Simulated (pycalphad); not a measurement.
CALPHAD calculation (pycalphad, COST 507 light-alloy database (1999)), 1 atm. The database dates from 1999; later assessments differ in places, in temperatures and in the compounds included. Amounts are mole fractions of atoms.

### Question
Give the equilibrium state of Ti-37.9C (at.%) at 3200 K.

### Answer
```
T = 3200.00 K, P = 101325 Pa, N = 1 mol of atoms
G = -266353 J/mol, H = 15420 J/mol, S = 88.05 J/(mol K)  (SER reference)
chemical potentials (J/mol): Ti -292555, C -223421
phase             fraction      x(Ti)       x(C)
FCC_A1              0.8271     0.6047     0.3953
LIQUID              0.1729     0.6992     0.3008
```

FCC_A1 is fcc. The fcc model also describes the rock-salt carbide or nitride (TiC, TiN, HfC).
